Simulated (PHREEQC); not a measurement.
Dissolve 0.047 mol ZnCl2, 0.017 mol H3BO3 and 0.00012 mol HCl per kg of water at 25 °C. Closed to the air; pH follows from the charge balance.

All values are PHREEQC results (ion-association model, phreeqc.dat), not measurements.

No solid was allowed to form.

Task: Estimate the pH, density.

Result: pH 4.01; density 1.003 g/cm³.

Task: In which forms is Zn present?

Result: Zn+2 92 %, ZnCl+ 7.6 % of the Zn.
